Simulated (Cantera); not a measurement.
Feed: 1 mol SiH₂Cl₂, 6.4 mol N₂, equilibrated at 873 K and 1330 Pa.

These are equilibrium values from Cantera (NASA tables, ideal gas, pure condensed phases), not measurements of a reactor. Candidate condensed phases: NH₄Cl, Si, Si₃N₄; 28 gas species. N₂ is the only nitrogen source here; it is nearly inert below about 1500 K, so the nitride shown seldom forms there in practice. The numbers say what is thermodynamically allowed, not how fast it happens.

Base state: N₂ 0.766, HCl 0.152, H₂ 0.0546, SiCl₄ 0.0273, SiHCl₃ 2.11e-5 (mole fractions); condensed: Si₃N₄(s).

### Question
What changes in the equilibrium state with this change: temperature from 873 K to 1498.15 K?

### Answer
```json
[
 {"species": "N₂", "before": "0.766", "after": "0.755"},
 {"species": "HCl", "before": "0.152", "after": "0.146"},
 {"species": "H₂", "before": "0.0546", "after": "0.0531"},
 {"species": "SiCl₂", "before": "9.35e-9", "after": "0.0354"},
 {"species": "SiCl₄", "before": "0.0273", "after": "0.00385"},
 {"species": "Cl", "before": "<1e-9", "after": "7.63e-5"},
 {"species": "H", "before": "<1e-9", "after": "3.44e-5"},
 {"species": "SiCl₃", "before": "2.09e-6", "after": "0.00654"},
 {"species": "SiHCl₃", "before": "2.11e-5", "after": "0.000144"},
 {"species": "Si₃N₄(s), mol", "before": "0.264", "after": "0.212"}
]
```
The tables' values for SiCl₃ are old estimates; treat these amounts as uncertain.
